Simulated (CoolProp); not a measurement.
Vapour-liquid equilibrium of R114 (1) + n-hexane (2) at 0.702 MPa; x and y are mole fractions of (1).

Computed with CoolProp (multi-fluid Helmholtz-energy mixture model, Platzer 1990 and Thol 2019; pair parameters Bell 2016). This equation is an older, rougher fit; its heat capacities, sound speeds and derivatives of the liquid may be far off and weren't checked against measurements.

```tsv
x	bubble temperature, mixture model (K)	bubble temperature, Raoult's law (K)	y, mixture model	y, Raoult's law
0.05	409.7	410.9	0.190	0.203
0.2	386.9	390.8	0.551	0.568
0.35	372.0	376.3	0.726	0.753
0.5	361.9	365.1	0.823	0.858
0.65	354.4	356.2	0.887	0.922
0.8	348.3	348.9	0.938	0.964
0.95	342.7	342.8	0.984	0.993
```

The largest gap from Raoult's law is -4.3 K in bubble temperature, at x = 0.35. No azeotrope shows between x = 0.05 and 0.95.

Pair parameters are fitted to limited data, so mixtures are less certain than the pure fluids.
